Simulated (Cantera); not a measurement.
Input: 1 mol Fe2O3, 0.33 mol CH4, 3.7 mol N2, held at 940 Pa.

These are equilibrium values from Cantera (NASA tables, ideal gas, pure condensed phases), not measurements of a reactor. Candidate condensed phases: C, C6H6, C7H8, C8H18, Fe, Fe(CO)5, FeO, Fe(OH)2, Fe(OH)3, Fe2O3, Fe3O4, H2O; 140 gas species. The tables' stoichiometric FeO is somewhat more stable than real wüstite, so its field is too wide. FeO: taken at fixed stoichiometry. The numbers say what is thermodynamically allowed, not how fast it happens.

x: gas mole fraction; n: condensed amount in mol.

| T (°C) | x N2 | x H2O | x CO | x CO2 | x Fe | x H2 | x H | n FeO(l) |
|---|---|---|---|---|---|---|---|---|
| 1802 | 0.777 | 0.111 | 0.0354 | 0.0340 | 0.00887 | 0.0239 | 0.00425 | 1.95 |
| 1827 | 0.775 | 0.111 | 0.0349 | 0.0343 | (withheld) | 0.0229 | (withheld) | 1.94 |
| 1852 | 0.771 | 0.111 | 0.0343 | 0.0345 | 0.0136 | 0.0219 | 0.00555 | 1.93 |
| 1877 | 0.766 | 0.110 | 0.0337 | 0.0347 | (withheld) | 0.0210 | (withheld) | 1.91 |
| 1902 | 0.761 | 0.110 | 0.0331 | 0.0348 | 0.0205 | 0.0200 | 0.00713 | 1.88 |
| 1927 | 0.753 | 0.108 | 0.0325 | 0.0347 | 0.0251 | 0.0192 | 0.00804 | 1.85 |
| 1952 | 0.744 | 0.106 | 0.0320 | 0.0345 | 0.0308 | 0.0184 | 0.00905 | 1.82 |

**Question.** Complete the blanks.

**Answer.** 
- 1877, x Fe: 0.0167
- 1877, x H: 0.00630
- 1827, x Fe: 0.0110
- 1827, x H: 0.00487
